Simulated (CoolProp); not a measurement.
Dodecamethylcyclohexasiloxane (D6) along the isotherm 346.85 °C: fugacity coefficient from the reference equation and from simpler models built on Tc = 372.6 °C, pc = 9.614 bar, ω = 0.736; each cubic takes its own stable root.

Model: reference Helmholtz-energy equation of state, Colonna 2008, in CoolProp. It is a short technical equation, of lower accuracy than the large ones.

```tsv
p (bar)	phase	reference
0.601	gas	0.9702
1.2	gas	0.9410
1.8	gas	0.9123
2.4	gas	0.8840
3	gas	0.8562
3.61	gas	0.8284
4.21	gas	0.8014
4.81	gas	0.7746
```

Task: How far does each simpler model (Redlich-Kwong, Soave-Redlich-Kwong, Peng-Robinson) lie from the reference over these 8 states: mean and median of the absolute difference, and the worst?

Result: 
- Redlich-Kwong: mean 2.8 %, median 2.8 %, worst +5.0 % at 346.85 °C and 4.81 bar
- Soave-Redlich-Kwong: mean 2.1 %, median 2.1 %, worst +3.6 % at 346.85 °C and 4.81 bar
- Peng-Robinson: mean 1.0 %, median 1.0 %, worst +1.7 % at 346.85 °C and 4.81 bar
